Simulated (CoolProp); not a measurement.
Values from CoolProp's reference Helmholtz-energy equation of state, Lemmon 2005. It is a short technical equation, of lower accuracy than the large ones.

**Question.** For cis-2-butene, give the phase and the speed of sound (m/s), fugacity coefficient at 284.8 K and 1450 kPa.

**Answer.** 
- 284.8 K and 1450 kPa: liquid; speed of sound 1060, fugacity coefficient 0.0937
